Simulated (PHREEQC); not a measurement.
1 kg of water holding 0.061 mol/kgw Na2CO3, 0.079 mol/kgw NaCl and 0.0082 mol/kgw NaOH is evaporated at 5 °C; the solids stay in contact with the brine. CO2 from the air is kept out. Solids allowed: Halite, Nahcolite, Natron, Trona. Others were left out.

Model: Pitzer model, pitzer.dat, run in PHREEQC.

Question: Predict ionic strength at water left (kg) = 0.375, 0.07809, 0.03564.

Answer: 
```json
[
 {"water left (kg)": "0.375", "ionic strength": "0.720"},
 {"water left (kg)": "0.07809", "ionic strength": "3.46"},
 {"water left (kg)": "0.03564", "ionic strength": "7.58"}
]
```

Complexes and solids missing from the database can't appear. Away from 25 °C the constants follow the database's enthalpies or fits; those with neither stay at their 25 °C values.
